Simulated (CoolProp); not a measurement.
Properties of R410A along the isobar 10.5 bar (Tc = 344.5 K, pc = 49.01 bar, ω = 0.296).

Values from CoolProp's reference Helmholtz-energy equation of state, Lemmon 2003. It is a pseudo-pure fit of the blend.

| T (K) | phase | speed of sound (m/s) | Joule-Thomson coefficient (K/MPa) | Prandtl number |
|---|---|---|---|---|
| 250.3 | liquid | 685.9 | -0.1686 | 2.67 |
| 256 | liquid | 656.8 | -0.1405 | 2.59 |
| 261.8 | liquid | 626.8 | -0.1072 | 2.53 |
| 267.6 | liquid | 596.3 | -0.06828 | 2.47 |
| 302.3 | gas | 180.8 | 19.74 | 0.949 |
| 308.1 | gas | 184.0 | 18.42 | 0.923 |
| 313.9 | gas | 186.9 | 17.24 | 0.903 |
| 319.7 | gas | 189.7 | 16.16 | 0.887 |

Viscosity comes from a separate model (Geller 2000). Thermal conductivity comes from a separate model (Geller 2001).
